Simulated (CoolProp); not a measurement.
The fluid at 298.15 K and 0.265 MPa is compressed adiabatically to 1.5 MPa with isentropic efficiency 0.9. The same conditions are run with several fluids, on thermodynamics alone (safety and materials aside).

The numbers come from the reference Helmholtz-energy equation of state of each fluid (cyclopropane: Polt 1992; R143a: Lemmon and Jacobsen 2000; sulfur hexafluoride: Guder 2009; nitrous oxide: Lemmon 2006) in CoolProp. The equations of Platzer and Polt are older, rougher fits.

```csv
fluid,work (kJ/kg),final temperature (K),final density (kg/m³)
cyclopropane,120,387.1,?
R143a,57.5,?,?
sulfur hexafluoride,?,352.9,83.0
nitrous oxide,?,439.1,18.5
```

What belongs in the gaps?


- cyclopropane, final density (kg/m³): 22.0
- R143a, final temperature (K): 367.7
- R143a, final density (kg/m³): 47.3
- sulfur hexafluoride, work (kJ/kg): 33.2
- nitrous oxide, work (kJ/kg): 128
